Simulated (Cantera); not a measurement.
Input: 1 mol H₂O, 0.076 mol H₂, held at 0.350 bar.

Equilibrium computed with Cantera from the NASA thermochemical tables; the gas is ideal and each condensed phase is pure. Candidate condensed phases: H₂O; 9 gas species. Kinetics and transport are ignored. All values below are at 3098 K.

Base state: H₂O 0.418, H₂ 0.194, H 0.158, OH 0.121, O 0.0594, O₂ 0.0501, HO₂ 2.71e-5 (mole fractions); condensed: gas only.

Question: What changes in the equilibrium state with this change: H₂ from 0.076 to 5.8 mol?

Answer: 
| species | before | after |
|---|---|---|
| H₂ | 0.194 | 0.599 |
| H | 0.158 | 0.277 |
| H₂O | 0.418 | 0.102 |
| O₂ | 0.0501 | 0.000318 |
| O | 0.0594 | 0.00473 |
| OH | 0.121 | 0.0169 |
| HO₂ | 2.71e-5 | 3.02e-7 |
